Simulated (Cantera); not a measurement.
A Cantera script and what it prints.

```python
import numpy as np
import cantera as ct

gas_names = """
    CL CL2 H HCL H2 N NH NH2 NH3 N2 N2H2 N2H4 Si SiCL SiCL2 SiCL3 SiCL4 SiH SiHCL3 SiH2 SiH2CL2 SiH3
    SiH3CL SiH4 SiN Si2 Si2N Si3
""".split()
cond_names = """
    NH4CL(a) NH4CL(b) Si(cr) Si(L) Si3N4(a)
""".split()


# ... load() reads the species with a 1 bar reference pressure and builds the phases ...
atoms = {
    'SiH2Cl2': {'Si': 1, 'H': 2, 'CL': 2},
    'N2': {'N': 2},
    'H2': {'H': 2},
}
top_T = {'Si3N4(a)': 2400}  # K; cautious upper limits of use, not melting points


# ... equilibrate(T, P, feed) seeds the gas with the atoms and calls Mixture.equilibrate('TP', solver="vcs", rtol=1e-11, max_steps=5000) ...
results = []
feed = {'SiH2Cl2': 1, 'N2': 23, 'H2': 0.25}  # mol
P = 10000  # Pa
for T in [875, 1025, 1175, 1325, 1475, 1625, 1775, 1925]:
    mix = equilibrate(T, P, feed)
    results.append((T, P, feed, dict(zip(mix.species_names, mix.species_moles))))

top = {s: max(r[3][s] / sum(r[3][g] for g in gas_names) for r in results) for s in gas_names}
cols = sorted((s for s in top if top[s] > 0.001), key=lambda s: -top[s])[:7]
seen = [c for c in cond_names if any(r[3].get(c, 0) > 1e-12 for r in results)]
print("log10 of partial pressures in bar; condensed amounts in mol")
print(f"{'T/K':>10s}" + "".join(f"{s[:9]:>10s}" for s in cols + seen))
for T, P, feed, n in results:
    ng = sum(n[g] for g in gas_names)
    print(f"{T:10.4g}" + "".join(f"{np.log10(max(n[s] / ng * P / 1e5, 1e-99)):10.3f}" for s in cols)
          + "".join(f"{n.get(c, 0):10.4g}" for c in seen))
```

Output:

```
log10 of partial pressures in bar; condensed amounts in mol
       T/K        N2       HCL        H2     SiCL2     SiCL4     SiCL3  Si3N4(a)
       875    -1.039    -2.239    -2.655   -10.075    -3.224    -7.531    0.2845
      1025    -1.039    -2.209    -2.699    -7.649    -3.310    -6.139    0.2931
      1175    -1.040    -2.190    -2.730    -5.858    -3.383    -5.116    0.2985
      1325    -1.040    -2.181    -2.747    -4.499    -3.474    -4.354    0.2993
      1475    -1.040    -2.198    -2.720    -3.512    -3.722    -3.883    0.2813
      1625    -1.041    -2.284    -2.612    -2.945    -4.385    -3.848    0.2242
      1775    -1.041    -2.443    -2.495    -2.682    -5.343    -4.127    0.1537
      1925    -1.041    -2.636    -2.420    -2.559    -6.338    -4.504   0.09665
```

Cantera equilibrium calculation (NASA polynomials, part measured and part estimated; ideal gas, pure solids and liquids). N2 is the only nitrogen source here; it is nearly inert below about 1500 K, so the nitride shown seldom forms there in practice. The tables' values for SiCl3, SiCl, SiN are old estimates; treat these amounts as uncertain.
